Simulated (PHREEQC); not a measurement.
## Brine: speciation

A solution holds 2 mol/kgw H2SO4, 0.018 mol/kgw NaHCO3 and 0.098 mol/kgw MgCl2, at 25 °C. Closed to the air; pH follows from the charge balance.

All values are PHREEQC results (Pitzer model, pitzer.dat), not measurements.

Precipitation was switched off in this run.

**Question.** Estimate the pH, ionic strength.

**Answer.** pH -0.69; ionic strength 3.28 mol/kgw.

**Question.** In which forms is S present?

**Answer.** HSO4- 75 %, SO4-2 25 % of the S.

Species that the database lacks are ignored. In brines, pH and single-ion activities rest on the MacInnes convention.
